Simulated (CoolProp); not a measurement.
Ethanol at 298.15 K and 0.0062 MPa flows at 1.5 m/s in a round tube of 1 mm bore and 1.5 µm roughness, fully developed (64/Re and Nu = 3.66 if laminar; Colebrook and Gnielinski if turbulent). Each further row changes one setting.

The numbers come from the reference Helmholtz-energy equation of state, Schroeder 2014 in CoolProp.

| case | Reynolds number | Darcy friction factor | pressure drop (Pa/m) | heat-transfer coefficient (W/(m² K)) | mass flow (kg/h) |
|---|---|---|---|---|---|
| as stated | ___ | ___ | ___ | 55.7 | ___ |
| velocity 3 m/s | 39.6 | 1.62 | 842 | 55.7 | ___ |
| diameter 2 mm | 39.6 | 1.62 | ___ | ___ | 0.00196 |

Complete the blanks.


- as stated, Reynolds number: 19.8
- as stated, Darcy friction factor: 3.23
- as stated, pressure drop (Pa/m): 421
- as stated, mass flow (kg/h): 0.000491
- velocity 3 m/s, mass flow (kg/h): 0.000982
- diameter 2 mm, pressure drop (Pa/m): 105
- diameter 2 mm, heat-transfer coefficient (W/(m² K)): 27.9

Viscosity comes from a separate model (Kiselev 2005). Thermal conductivity comes from a separate model (Assael 2013).
